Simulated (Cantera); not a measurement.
An adiabatic, constant-pressure homogeneous reactor starts with CH4 : H2 : O2 : N2 = 1 : 0.036 : 3.15 : 11.9 (molar parts), equivalence ratio 0.64, at 1325 K and 623 Torr.

Cantera simulation using GRI-Mech 3.0 (53 species, 325 reactions); the numbers are that mechanism's predictions, not measurements.

**Question.** Predict: time of steepest temperature rise; temperature at 0.400 s; equilibrium temperature; x(H2) at 0.400 s; x(O2) at 0.400 s; x(NO) at 0.400 s; x(OH) at 0.400 s.

**Answer.** 
| Quantity | Result |
|---|---|
| time of steepest temperature rise | 5.95 ms |
| temperature at 0.400 s | 2451 K |
| equilibrium temperature | 2451 K |
| x(H2) at 0.400 s | 0.00238 (gas-phase equilibrium 0.00238) |
| x(O2) at 0.400 s | 0.0647 (gas-phase equilibrium 0.0647) |
| x(NO) at 0.400 s | 0.0113 (gas-phase equilibrium 0.0113) |
| x(OH) at 0.400 s | 0.0105 (gas-phase equilibrium 0.0105) |
